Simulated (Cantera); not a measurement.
Cantera run:

```python
import numpy as np
import cantera as ct

gas_names = """
    CL CL2 H HCL H2 Mg MgCL MgCL2 MgH MgN Mg2 N NH NH2 NH3 N2 N2H2 N2H4
""".split()
cond_names = """
    Mg(cr) Mg(L) MgCL2(s) MgCL2(L) NH4CL(a) NH4CL(b)
""".split()


# ... load() reads the species with a 1 bar reference pressure and builds the phases ...
atoms = {
    'MgCl2': {'Mg': 1, 'CL': 2},
    'H2': {'H': 2},
    'N2': {'N': 2},
}
top_T = {}  # K; cautious upper limits of use, not melting points


# ... equilibrate(T, P, feed) seeds the gas with the atoms and calls Mixture.equilibrate('TP', solver="vcs", rtol=1e-11, max_steps=5000) ...
results = []
T = 1325  # K
P = 13332.2  # Pa
for m in [17, 23, 29, 37, 48, 62, 80, 100, 130, 170]:
    feed = {'MgCl2': 1, 'H2': 19, 'N2': m}  # mol
    mix = equilibrate(T, P, feed)
    results.append((T, P, feed, dict(zip(mix.species_names, mix.species_moles))))

top = {s: max(r[3][s] / sum(r[3][g] for g in gas_names) for r in results) for s in gas_names}
cols = sorted((s for s in top if top[s] > 0.0001), key=lambda s: -top[s])[:7]
seen = [c for c in cond_names if any(r[3].get(c, 0) > 1e-12 for r in results)]
print("log10 of partial pressures in bar; condensed amounts in mol")
print(f"{'n(N2)':>10s}" + "".join(f"{s[:9]:>10s}" for s in cols + seen))
for T, P, feed, n in results:
    ng = sum(n[g] for g in gas_names)
    print(f"{feed['N2']:10.4g}" + "".join(f"{np.log10(max(n[s] / ng * P / 1e5, 1e-99)):10.3f}" for s in cols)
          + "".join(f"{n.get(c, 0):10.4g}" for c in seen))
```

Result:

```
log10 of partial pressures in bar; condensed amounts in mol
     n(N2)        N2        H2     MgCL2       HCL        Mg
        17    -1.213    -1.165    -2.452    -3.881    -4.193
        23    -1.147    -1.230    -2.517    -3.925    -4.237
        29    -1.103    -1.287    -2.574    -3.963    -4.274
        37    -1.063    -1.353    -2.641    -4.007    -4.318
        48    -1.027    -1.430    -2.718    -4.058    -4.369
        62    -0.997    -1.511    -2.800    -4.113    -4.423
        80    -0.972    -1.597    -2.887    -4.171    -4.481
       100    -0.954    -1.676    -2.966    -4.224    -4.534
       130    -0.937    -1.773    -3.064    -4.289    -4.598
       170    -0.923    -1.876    -3.168    -4.358    -4.667
```

Cantera equilibrium calculation (NASA polynomials, part measured and part estimated; ideal gas, pure solids and liquids).
